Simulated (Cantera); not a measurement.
Charge: 1 mol Fe(CO)₅, 81 mol H₂, equilibrated at 952 °C.

Equilibrium computed with Cantera from the NASA thermochemical tables; the gas is ideal and each condensed phase is pure. Candidate condensed phases: C, C₆H₆, C₇H₈, C₈H₁₈, Fe, Fe(CO)₅, FeO, Fe(OH)₂, Fe(OH)₃, Fe₂O₃, Fe₃O₄, H₂O; 114 gas species. Rates play no part.

x: gas mole fraction; n: condensed amount in mol.

| P (Pa) | x H₂ | x CO | x CH₄ | x H₂O | x CO₂ | n Fe(γ) |
|---|---|---|---|---|---|---|
| 10 | 0.942 | 0.0581 | 3.48e-7 | 3.60e-7 | … | 1.000 |
| 52 | 0.942 | 0.0581 | 1.86e-6 | 1.82e-6 | … | 1.000 |
| 270 | 0.942 | 0.0581 | 9.74e-6 | 9.38e-6 | … | 1.000 |
| 1400 | 0.942 | 0.0581 | 5.06e-5 | 4.86e-5 | … | 1.000 |
| 7200 | 0.942 | 0.0579 | 0.000260 | 0.000249 | … | 1.00 |
| 37000 | 0.940 | 0.0569 | 0.00132 | 0.00127 | … | 1.00 |
| 190000 | 0.935 | 0.0522 | 0.00643 | 0.00619 | … | 1.00 |
| 1000000 | 0.913 | 0.0343 | 0.0263 | 0.0256 | … | 1.00 |

Task: Some entries are withheld; supply them.

Result: 
- 10, x CO₂: 1.52e-8
- 52, x CO₂: 7.64e-8
- 270, x CO₂: 3.94e-7
- 1400, x CO₂: 2.04e-6
- 7200, x CO₂: 1.04e-5
- 37000, x CO₂: 5.23e-5
- 190000, x CO₂: 0.000236
- 1000000, x CO₂: 0.000655
